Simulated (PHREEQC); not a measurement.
A solution holds 0.76 mol Cu(NO3)2 and 0.00016 mol FeCl3 per kg of water, at 25 °C. Closed to the air; pH follows from the charge balance.

Equilibrium calculation in PHREEQC: ion-association model, phreeqc.dat.

| quantity | before | after |
|---|---|---|
| pH | 3.76 | 1.43 |
| ionic strength (mol/kgw) | 2.28 | 2.31 |

### Question
What was changed between the two runs?
A) 0.052 mol/kgw HCl added
B) Cu(NO3)2 from 0.76 to 0.38 mol/kgw
C) temperature from 25 to 10 °C
D) FeCl3 from 0.00016 to 0.00024 mol/kgw
E) temperature from 25 to 90 °C

### Answer
A, 0.052 mol/kgw HCl added

Precipitation was switched off in this run. The ionic strength passes 0.7 mol/kgw, the rough limit of the ion-association models, in every such run. Some of these states are supersaturated (in Hematite (slow to form), Goethite (slow to form), for instance).
